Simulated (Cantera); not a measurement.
A closed system holds: 1 mol TiO2, 1.2 mol H2, 6.8 mol H2O, equilibrated at 1848 K and 5.30 bar.

Equilibrium computed with Cantera from the NASA thermochemical tables; the gas is ideal and each condensed phase is pure. Candidate condensed phases: H2O, Ti, TiO, TiO2, Ti2O3, Ti3O5, Ti4O7; 12 gas species. Gases not in the tables: TiO(OH)2. Rates play no part.

Base state: H2O 0.850, H2 0.150, H 8.92e-5, OH 3.72e-5 (mole fractions); condensed: TiO2(rutile).

### Question
What changes in the equilibrium state with this change: TiO2 replaced by ZrO2?

### Answer
| species | before | after |
|---|---|---|
| H2O | 0.850 | 0.850 |
| H2 | 0.150 | 0.150 |
| H | 8.92e-5 | 8.92e-5 |
| OH | 3.72e-5 | 3.72e-5 |
| TiO2(rutile), mol | 1.00 | 0 |
| ZrO2(tetragonal), mol | 0 | 1.00 |
Further candidate phases: Zr, ZrO2.
